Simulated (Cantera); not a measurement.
**N2O furnace oxynitridation**

An isothermal, constant-pressure homogeneous reactor starts with 83.3 % N₂O, 16.7 % H₂O, at 1423 K and 1.00 bar.

Model: GRI-Mech 3.0 (53 species, 325 reactions), integrated in Cantera. GRI-Mech 3.0 was tuned for natural gas; its chemistry of N2O as a main component is partial and can be far from experiment. The temperature is held fixed by assumption; the heat of reaction is taken as removed at once.

```tsv
t (s)	x N₂O	x H₂O	x O₂	x N₂	x H
0.000500	0.812	0.165	0.00598	0.0135	3.65e-7
0.00103	0.791	0.164	0.0123	0.0276	3.49e-7
0.00213	0.749	0.162	0.0246	0.0548	3.25e-7
0.00440	0.673	0.157	0.0473	0.105	3.01e-7
0.00909	0.548	0.150	0.0848	0.186	2.75e-7
0.0188	0.377	0.140	0.137	0.299	2.42e-7
0.0387	0.198	0.129	0.193	0.418	1.84e-7
0.0800	0.0692	0.122	0.234	0.505	9.07e-8
0.165	0.0127	0.118	0.254	0.544	1.90e-8
0.341	0.000636	0.118	0.258	0.553	3.33e-9
0.704	2.64e-6	0.118	0.259	0.553	2.58e-9
1.45	1.00e-6	0.118	0.259	0.553	2.58e-9
3.00	1.00e-6	0.118	0.259	0.553	2.58e-9
```
x: mole fraction; the columns are a selection and need not sum to one.

Equilibrium at this temperature and pressure: N₂O 4.59e-8, H₂O 0.118, O₂ 0.294, N₂ 0.588, H 2.50e-9 (gas phase only).
